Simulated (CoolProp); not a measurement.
A Linde-Hampson liquefier for carbon monoxide: isothermal reversible compression at 200 K from 1 atm to 30 MPa, throttling to 1 atm, return gas leaving the recuperator 0 K below the feed. Each further row changes one setting.

The numbers come from the reference Helmholtz-energy equation of state, Lemmon 2006 in CoolProp. It is a short technical equation, of lower accuracy than the large ones.

| case | liquid yield per pass | compression work (kJ/kg of gas) |
|---|---|---|
| as stated | 0.280 | 316 |
| high pressure 60 MPa | 0.252 | 370 |
| warm-end temperature 230 K | 0.205 | 376 |
| warm-end gap 5 K | 0.269 | 316 |
